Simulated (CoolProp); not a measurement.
Properties of R124 at several states.

Values from CoolProp's reference Helmholtz-energy equation of state, de Vries 1995.

| T (K) | p (bar) | phase | density (kg/m³) | speed of sound (m/s) | Joule-Thomson coefficient (K/MPa) | conductivity (mW/(m K)) | Prandtl number |
|---|---|---|---|---|---|---|---|
| 288.7 | 23.9 | liquid | 1397 | 580.2 | -0.2184 | 74.1 | 4.32 |
| 251.4 | 103 | liquid | 1529 | 773.9 | -0.3602 | 90.1 | 5.92 |
| 424.4 | 2.45 | gas | 9.654 | 164.0 | 7.648 | 24.2 | 0.683 |

Viscosity comes from a separate model (Bell 2016), an estimate that may be off by 10 % or more. Thermal conductivity comes from a separate model (Huber 2003), an estimate that may be off by 10 % or more.
